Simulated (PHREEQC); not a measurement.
Geothermal or formation water

Model water analysis in mg/kgw, 80 °C, pH 6.38, pe 2.8:

| constituent | mg/kgw |
|---|---|
| Na | 5520 |
| K | 19.8 |
| Ca | 105 |
| Mg | 99.8 |
| Cl | 3360 |
| S(6) as SO4 | 781 |
| Alkalinity as HCO3 | 1010 |
| B | 9.88 |

Cl is adjusted to close the charge balance.
Valence states are taken as typed.

Equilibrium calculation in PHREEQC: ion-association model, phreeqc.dat.

No solid was allowed to form.

Q: Estimate the activity of water, density.

A: activity of water 0.992; density 0.982 g/cm³.

Q: In which forms is C present?

A: HCO3- 59 %, CO2 36 %, NaHCO3 2.9 %, MgHCO3+ 1.0 %, CaHCO3+ 0.6 % of the C.

Complexes and solids missing from the database can't appear. Away from 25 °C the constants follow the database's enthalpies or fits; those with neither stay at their 25 °C values.
